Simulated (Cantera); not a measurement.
# Transport properties of process gases

Gas mixture: 100 % C₂H₂, at 1.00 atm, frozen composition.

Cantera's kinetic-theory transport with the Lennard-Jones parameters of GRI-Mech 3.0, ideal gas; thermal conductivity in the multicomponent form. The composition is frozen, though it would react at the higher temperatures.

```json
[
 {"T (K)": "400", "ρ (kg/m³)": "0.793", "cp (J/kg/K)": "1931", "μ (µPa s)": "13.6", "λ (mW/m/K)": "35.6", "Pr": "0.737", "D (cm²/s) O": "0.427", "D (cm²/s) H₂O": "0.302", "D (cm²/s) OH": "0.419"},
 {"T (K)": "500", "ρ (kg/m³)": "0.635", "cp (J/kg/K)": "2101", "μ (µPa s)": "16.4", "λ (mW/m/K)": "46.6", "Pr": "0.737", "D (cm²/s) O": "0.631", "D (cm²/s) H₂O": "0.466", "D (cm²/s) OH": "0.620"},
 {"T (K)": "600", "ρ (kg/m³)": "0.529", "cp (J/kg/K)": "2232", "μ (µPa s)": "18.9", "λ (mW/m/K)": "57.2", "Pr": "0.737", "D (cm²/s) O": "0.864", "D (cm²/s) H₂O": "0.658", "D (cm²/s) OH": "0.848"},
 {"T (K)": "700", "ρ (kg/m³)": "0.453", "cp (J/kg/K)": "2340", "μ (µPa s)": "21.2", "λ (mW/m/K)": "67.4", "Pr": "0.737", "D (cm²/s) O": "1.12", "D (cm²/s) H₂O": "0.876", "D (cm²/s) OH": "1.10"},
 {"T (K)": "800", "ρ (kg/m³)": "0.397", "cp (J/kg/K)": "2436", "μ (µPa s)": "23.4", "λ (mW/m/K)": "77.4", "Pr": "0.736", "D (cm²/s) O": "1.41", "D (cm²/s) H₂O": "1.12", "D (cm²/s) OH": "1.38"},
 {"T (K)": "900", "ρ (kg/m³)": "0.353", "cp (J/kg/K)": "2526", "μ (µPa s)": "25.5", "λ (mW/m/K)": "87.4", "Pr": "0.736", "D (cm²/s) O": "1.72", "D (cm²/s) H₂O": "1.38", "D (cm²/s) OH": "1.69"},
 {"T (K)": "1000", "ρ (kg/m³)": "0.317", "cp (J/kg/K)": "2608", "μ (µPa s)": "27.4", "λ (mW/m/K)": "97.2", "Pr": "0.735", "D (cm²/s) O": "2.05", "D (cm²/s) H₂O": "1.67", "D (cm²/s) OH": "2.01"},
 {"T (K)": "1100", "ρ (kg/m³)": "0.288", "cp (J/kg/K)": "2683", "μ (µPa s)": "29.3", "λ (mW/m/K)": "107", "Pr": "0.735", "D (cm²/s) O": "2.41", "D (cm²/s) H₂O": "1.98", "D (cm²/s) OH": "2.36"}
]
```
D: mixture-averaged diffusion coefficient of that species in the mixture.
